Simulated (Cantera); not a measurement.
Reactions in the system Cr-H-N-O

Standard-state values (1 bar) from the NASA 1993 polynomials, evaluated with Cantera. Values are per mole of reaction as written; species without (g) are pure solids or liquids, kept so even where they would boil at 1 bar.

3 OH(g) + Cr2N = 2 Cr + 3 O(g) + NH3(g)

| T (K) | ΔH° (kJ) | ΔS° (J/K) | ΔG° (kJ) | log10 K |
|---|---|---|---|---|
| 300 | 709.1 | 107.0 | 677.0 | -117.87 |
| 1050 | 706.3 | 101.1 | 600.2 | -29.86 |
| 1125 | 706.4 | 101.1 | 592.6 | -27.51 |
| 1200 | 706.5 | 101.3 | 585.0 | -25.46 |
| 1275 | 706.8 | 101.5 | 577.4 | -23.65 |
| 1350 | 707.1 | 101.7 | 569.8 | -22.05 |
| 1425 | 707.5 | 102.0 | 562.1 | -20.61 |
| 1500 | 708.0 | 102.3 | 554.5 | -19.31 |
| 1575 | 708.6 | 102.7 | 546.8 | -18.13 |
| 1650 | 709.3 | 103.2 | 539.1 | -17.07 |
| 1725 | 710.2 | 103.7 | 531.3 | -16.09 |
